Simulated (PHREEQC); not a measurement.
1 kg of water holding 150 mmol/kgw MgCl2, 3.6 mmol/kgw KCl, 3.6 mmol/kgw CaCl2 and 19 mmol/kgw NaCl is evaporated at 75 °C; the solids stay in contact with the brine. No CO2 enters from the air. The run lets Bischofite, Brucite, Carnallite, Halite, Portlandite, Sylvite, MgCl2_4H2O precipitate or redissolve, and no other solid.

The series has 19 steps of water left (kg), from 1 to 0.0293.

All values are PHREEQC results (Pitzer model, pitzer.dat), not measurements.

Which solids form, in which order, and at which step of the series does each first stand?

Halite from water left = 0.0293 kg.

Complexes and solids missing from the database can't appear. At this temperature some constants are extrapolated from 25 °C, and those without enthalpy data are left unchanged.
